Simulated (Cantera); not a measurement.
## Pyrogenic steam for wet oxidation

An isothermal, constant-pressure homogeneous reactor starts with 23.6 % H2, 13.9 % O2, 62.5 % N2, at 875 K and 0.190 bar.

Detailed kinetics in Cantera: GRI-Mech 3.0 (53 species, 325 reactions). Below about 950 K walls govern HO2 and H2O2 in real vessels. The temperature is held fixed by assumption; the heat of reaction is taken as removed at once.

```tsv
t (s)	x H2	x O2	x H	x N2O	x H2O	x NO2
2.00e-5	0.236	0.139	1.74e-12	<1e-12	<1e-12	<1e-12
0.000103	0.236	0.139	1.01e-11	<1e-12	4.54e-12	<1e-12
0.000528	0.236	0.139	1.65e-10	<1e-12	2.97e-10	<1e-12
0.00271	0.236	0.139	3.62e-6	<1e-12	8.95e-6	<1e-12
0.0139	0.0297	0.0381	3.45e-5	3.07e-9	0.234	2.51e-9
0.0717	0.0286	0.0376	5.02e-8	3.13e-9	0.235	1.30e-7
0.368	0.0285	0.0375	1.05e-7	3.14e-9	0.235	1.13e-7
1.89	0.0254	0.0359	2.89e-7	3.35e-9	0.239	8.68e-8
9.73	0.0116	0.0292	1.70e-7	4.65e-9	0.255	9.67e-8
50.0	0.000206	0.0237	2.77e-9	7.94e-9	0.267	1.54e-7
```
x: mole fraction; the columns are a selection and need not sum to one.

Equilibrium at this temperature and pressure: H2 5.01e-12, O2 0.0236, H <1e-12, N2O 8.21e-11, H2O 0.268, NO2 4.42e-8 (gas phase only).
